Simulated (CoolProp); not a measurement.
Vapour-liquid equilibrium of R125 (1) + dimethyl ether (2) at -52.75 °C; x and y are mole fractions of (1).

Computed with CoolProp (multi-fluid Helmholtz-energy mixture model, Lemmon 2005 and Wu 2011; pair parameters Bell 2016).

```json
[
 {"x": "0.05", "bubble pressure (bar)": "0.2577", "y at the bubble point": "0.078", "dew pressure at overall composition x (bar)": "0.2549", "liquid density (mol/L)": "16.55"},
 {"x": "0.125", "bubble pressure (bar)": "0.2710", "y at the bubble point": "0.196", "dew pressure at overall composition x (bar)": "0.2627", "liquid density (mol/L)": "16.24"},
 {"x": "0.2", "bubble pressure (bar)": "0.2874", "y at the bubble point": "0.314", "dew pressure at overall composition x (bar)": "0.2715", "liquid density (mol/L)": "15.93"},
 {"x": "0.275", "bubble pressure (bar)": "0.3080", "y at the bubble point": "0.431", "dew pressure at overall composition x (bar)": "0.2815", "liquid density (mol/L)": "15.63"},
 {"x": "0.35", "bubble pressure (bar)": "0.3337", "y at the bubble point": "0.543", "dew pressure at overall composition x (bar)": "0.2932", "liquid density (mol/L)": "15.33"},
 {"x": "0.425", "bubble pressure (bar)": "0.3657", "y at the bubble point": "0.646", "dew pressure at overall composition x (bar)": "0.3068", "liquid density (mol/L)": "15.04"},
 {"x": "0.5", "bubble pressure (bar)": "0.4048", "y at the bubble point": "0.737", "dew pressure at overall composition x (bar)": "0.3230", "liquid density (mol/L)": "14.74"},
 {"x": "0.575", "bubble pressure (bar)": "0.4514", "y at the bubble point": "0.814", "dew pressure at overall composition x (bar)": "0.3426", "liquid density (mol/L)": "14.45"},
 {"x": "0.65", "bubble pressure (bar)": "0.5055", "y at the bubble point": "0.875", "dew pressure at overall composition x (bar)": "0.3671", "liquid density (mol/L)": "14.16"},
 {"x": "0.725", "bubble pressure (bar)": "0.5661", "y at the bubble point": "0.922", "dew pressure at overall composition x (bar)": "0.3986", "liquid density (mol/L)": "13.86"},
 {"x": "0.8", "bubble pressure (bar)": "0.6313", "y at the bubble point": "0.955", "dew pressure at overall composition x (bar)": "0.4416", "liquid density (mol/L)": "13.56"},
 {"x": "0.875", "bubble pressure (bar)": "0.6980", "y at the bubble point": "0.978", "dew pressure at overall composition x (bar)": "0.5053", "liquid density (mol/L)": "13.26"},
 {"x": "0.95", "bubble pressure (bar)": "0.7622", "y at the bubble point": "0.993", "dew pressure at overall composition x (bar)": "0.6191", "liquid density (mol/L)": "12.96"}
]
```

No azeotrope shows between x = 0.05 and 0.95.

Pair parameters are fitted to limited data, so mixtures are less certain than the pure fluids.
